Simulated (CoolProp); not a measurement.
Vapour-liquid equilibrium of R142b (1) + R113 (2) at 0.0812 MPa; x and y are mole fractions of (1).

Computed with CoolProp (multi-fluid Helmholtz-energy mixture model, Lemmon 2006 and Marx 1992; pair parameters Bell 2016).

Give the bubble temperature and the first vapour's composition at x = 0.05, 0.5, 0.575. Is there an azeotrope?

x = 0.05: 304.9 K, y = 0.311; x = 0.5: 271.0 K, y = 0.904; x = 0.575: 268.6 K, y = 0.924. No azeotrope shows between x = 0.05 and 0.95.

The pair parameters rest on a limited set of measurements; away from them the model extrapolates.
